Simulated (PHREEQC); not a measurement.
0.13 g of hydrous ferric oxide (600 m²/g; 0.2 weak and 0.005 strong sites per Fe, Dzombak-Morel constants, diffuse double layer) in 1 kg of water with 0.1 mol/kgw of an inert sodium salt and 0.0045 mmol/kgw BaCl2, at 25 °C; the pH is set by adding NaOH or the inert anion's acid. O2 is buffered at 0.21 atm. The system is closed to CO2. No solid was allowed to form.

The series has 17 steps of pH, from 4 to 12.

Computed with PHREEQC (ion-association model, wateq4f.dat).

Near which pH is half of the Ba sorbed, and on which side is more sorbed?

Near pH 8.4, with more sorbed at higher pH.
